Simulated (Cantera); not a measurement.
What does this Cantera script print?

```python
import numpy as np
import cantera as ct

gas = ct.Solution("gri30.yaml")


def delay(T, t_max=10):
    gas.TPX = T, 100000, {'CH4': 1, 'C2H6': 0.072, 'C3H8': 0.19, 'O2': 1.88, 'N2': 7.08}
    reactor = ct.IdealGasConstPressureReactor(gas, clone=False)
    net = ct.ReactorNet([reactor])
    net.rtol, net.atol = 1e-8, 1e-16
    while net.time < t_max:
        t_old, T_old = net.time, reactor.T
        net.step()
        if reactor.T > T + 400:  # ignition: a rise of 400 K
            return t_old + (T + 400 - T_old) / (reactor.T - T_old) * (net.time - t_old)
    return np.nan


taus = []
for T in [1000, 1050, 1100, 1150, 1200, 1250, 1300, 1350]:
    taus.append(delay(T))
    print(f"T0 = {T:6g} K   tau = {taus[-1]:.4e} s")
```

Output:

```
T0 =   1000 K   tau = 2.2407e-01 s
T0 =   1050 K   tau = 9.8337e-02 s
T0 =   1100 K   tau = 4.1611e-02 s
T0 =   1150 K   tau = 1.7319e-02 s
T0 =   1200 K   tau = 7.3285e-03 s
T0 =   1250 K   tau = 3.2432e-03 s
T0 =   1300 K   tau = 1.5282e-03 s
T0 =   1350 K   tau = 7.7311e-04 s
```

Cantera simulation using GRI-Mech 3.0 (53 species, 325 reactions); the numbers are that mechanism's predictions, not measurements. GRI-Mech 3.0 was tuned for natural gas; its chemistry of propane as a main component is partial and can be far from experiment.
